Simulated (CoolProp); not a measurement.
Vapour-liquid equilibrium of acetone (1) + n-dodecane (2) at 398 K; x and y are mole fractions of (1).

The numbers come from the multi-fluid Helmholtz-energy mixture model, Lemmon 2006 and Lemmon 2004; pair parameters Bell 2016 in CoolProp.

Task: Give the bubble pressure and the first vapour's composition at x = 0.275, 0.5, 0.875. Is there an azeotrope?

Result: x = 0.275: 2.662 bar, y = 0.980; x = 0.5: 4.249 bar, y = 0.989; x = 0.875: 5.881 bar, y = 0.996. No azeotrope shows between x = 0.05 and 0.95.

The pair parameters rest on a limited set of measurements; away from them the model extrapolates. The gap from Raoult's law changes sign with composition, which may be real or a fault of the pair parameters; it wasn't checked against measurements.
